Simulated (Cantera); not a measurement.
A closed system holds: 1 mol Si, 4 mol Br2, 0.76 mol N2, at 1025 °C and 1.00 bar.

Cantera equilibrium calculation (NASA polynomials, part measured and part estimated; ideal gas, pure solids and liquids). Candidate condensed phases: Br2, Si, Si3N4; 13 gas species. The tables' values for SiBr3 are old estimates; treat these amounts as uncertain. Equilibrium is a limit: real reactors are often held back by kinetics, nucleation or transport.

Base state: Br2 0.486, SiBr4 0.258, N2 0.196, Br 0.0605, SiBr3 1.33e-5 (mole fractions); condensed: gas only.

What changes in the equilibrium state with this change: 0.019 mol H2 added?


```json
[
 {"species": "Br2", "before": "0.486", "after": "0.478"},
 {"species": "SiBr4", "before": "0.258", "after": "0.257"},
 {"species": "N2", "before": "0.196", "after": "0.195"},
 {"species": "HBr", "before": "0", "after": "0.00975"},
 {"species": "Br", "before": "0.0605", "after": "0.0600"},
 {"species": "SiBr3", "before": "1.33e-5", "after": "1.33e-5"}
]
```

What changes in the equilibrium state with this change: Br2 from 4 to 0.52 mol?


| species | before | after |
|---|---|---|
| N2 | 0.196 | 0.506 |
| SiBr4 | 0.258 | 0.490 |
| SiBr3 | 1.33e-5 | 0.00293 |
| Br2 | 0.486 | 3.60e-5 |
| Br | 0.0605 | 0.000521 |
| SiBr2 | 2.87e-8 | 0.000734 |
| Si3N4(s), mol | 0 | 0.246 |
N2 is the only nitrogen source here; it is nearly inert below about 1500 K, so the nitride shown seldom forms there in practice.

What changes in the equilibrium state with this change: temperature from 1025 °C to 802 °C?


```
species   before    after
-------  -------  -------
Br2        0.486    0.525
SiBr4      0.258    0.265
N2         0.196    0.201
Br        0.0605  0.00946
SiBr3    1.33e-5  1.75e-7
```
